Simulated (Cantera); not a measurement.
## Silicon epitaxy and polysilicon growth: SiH₄ + HCl + H₂

Feed: 1 mol SiH₄, 2.7 mol HCl, a varied amount of H₂, equilibrated at 825 K and 0.0160 bar.

Method: chemical equilibrium by Gibbs-energy minimisation in Cantera with the NASA 1993 tables (ideal gas, pure condensed phases). Candidate condensed phases: Si; 19 gas species. The tables' values for SiCl₃ are old estimates; treat these amounts as uncertain. Rates play no part.

```
n(H₂) (mol)   x H₂  x SiCl₄  x SiHCl₃    x HCl  n Si(s)
-----------  -----  -------  --------  -------  -------
5.5          0.922   0.0589    0.0143  0.00470    0.300
8.4          0.939   0.0444    0.0117  0.00442    0.300
13           0.955   0.0316   0.00913  0.00409    0.301
19           0.966   0.0228   0.00719  0.00379    0.303
30           0.976   0.0149   0.00526  0.00343    0.306
45           0.983  0.00998   0.00390  0.00311    0.311
68           0.988  0.00648   0.00283  0.00280    0.320
100          0.991  0.00425   0.00206  0.00252    0.332
160          0.994  0.00248   0.00138  0.00221    0.353
```
x: gas mole fraction; n: condensed amount in mol.

From 5.5 mol H₂ to 160 mol H₂ the condensed part is Si(s). The main Si-bearing gas is SiCl₄ throughout.
